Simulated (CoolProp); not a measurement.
Vapour-liquid equilibrium of n-heptane (1) + n-dodecane (2) at 0.135 bar; x and y are mole fractions of (1).

Model: multi-fluid Helmholtz-energy mixture model, Span 2003 and Lemmon 2004; pair parameters Bell 2016, in CoolProp.

Task: Give the bubble temperature and the first vapour's composition at x = 0.425, 0.875, 0.95. Is there an azeotrope?

Result: x = 0.425: 335.3 K, y = 0.989; x = 0.875: 318.2 K, y = 0.999; x = 0.95: 316.4 K, y = 1.000. No azeotrope shows between x = 0.05 and 0.95.

Pair parameters are fitted to limited data, so mixtures are less certain than the pure fluids. The gap from Raoult's law changes sign with composition, which may be real or a fault of the pair parameters; it wasn't checked against measurements.
